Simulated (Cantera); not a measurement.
An adiabatic, constant-pressure homogeneous reactor starts with H2 : O2 : N2 = 1 : 0.357 : 1.39 (molar parts), equivalence ratio 1.4, at 1573 K and 4.40 bar. Integrator tolerance rtol = 1e-08.

Detailed kinetics in Cantera: GRI-Mech 3.0 (53 species, 325 reactions). The hydrogen kinetics of GRI-Mech 3.0 are dated; newer H2 mechanisms differ, most at raised pressure. Above 3000 K some thermodynamic fits are extrapolated.

Question: What does this change do: initial temperature 1573 to 1325 K?

Answer: 
| quantity | before | after |
|---|---|---|
| time of steepest temperature rise | 2.52 µs | 6.75 µs |
| temperature at 2.00 s | 3004 K | 2900 K |
| equilibrium temperature | 3004 K | 2900 K |
| x(H2) at 2.00 s | 0.123 (gas-phase equilibrium 0.123) | 0.121 (gas-phase equilibrium 0.121) |
| x(O2) at 2.00 s | 0.00212 (gas-phase equilibrium 0.00212) | 0.00118 (gas-phase equilibrium 0.00118) |
| x(N2O) at 2.00 s | 4.10e-7 (gas-phase equilibrium 4.10e-7) | 2.70e-7 (gas-phase equilibrium 2.70e-7) |
| x(NO) at 2.00 s | 0.00408 (gas-phase equilibrium 0.00408) | 0.00269 (gas-phase equilibrium 0.00269) |
| x(HO2) at 2.00 s | 3.17e-6 (gas-phase equilibrium 3.17e-6) | 1.72e-6 (gas-phase equilibrium 1.72e-6) |

Question: What does this change do: pressure from 4.40 bar to 1.00 bar?

Answer: 
| quantity | before | after |
|---|---|---|
| time of steepest temperature rise | 2.52 µs | 10.8 µs |
| temperature at 2.00 s | 3004 K | 2875 K |
| equilibrium temperature | 3004 K | 2875 K |
| x(H2) at 2.00 s | 0.123 (gas-phase equilibrium 0.123) | 0.123 (gas-phase equilibrium 0.123) |
| x(O2) at 2.00 s | 0.00212 (gas-phase equilibrium 0.00212) | 0.00345 (gas-phase equilibrium 0.00345) |
| x(N2O) at 2.00 s | 4.10e-7 (gas-phase equilibrium 4.10e-7) | 2.08e-7 (gas-phase equilibrium 2.08e-7) |
| x(NO) at 2.00 s | 0.00408 (gas-phase equilibrium 0.00408) | 0.00440 (gas-phase equilibrium 0.00440) |
| x(HO2) at 2.00 s | 3.17e-6 (gas-phase equilibrium 3.17e-6) | 2.41e-6 (gas-phase equilibrium 2.41e-6) |
